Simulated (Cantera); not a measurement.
**Thermodynamics of fluorocarbon and chlorocarbon gases, feed c-C4F8 + HCl + H2**

Feed: 1 mol c-C4F8, 0.11 mol HCl, 0.6 mol H2, at 3375 K and 0.0825 Torr.

Equilibrium computed with Cantera from the NASA thermochemical tables; the gas is ideal and each condensed phase is pure. Candidate condensed phases: C, C6H6, C7H8, C8H18; 118 gas species. The feed counts by its element totals alone. Rates play no part.

| Property | Value |
|---|---|
| x(F) | 0.600 |
| x(C) | 0.281 |
| x(H) | 0.0963 |
| x(Cl) | 0.00833 |
| x(C2) | 0.00700 |
| x(CF) | 0.00353 |
| x(HF) | 0.00289 |
| x(C3) | 0.00164 |
| x(H2) | 5.27e-6 |
| gas amount | 13.20 mol |
| log10 activity of C(graphite) (absent) | -1.59 |
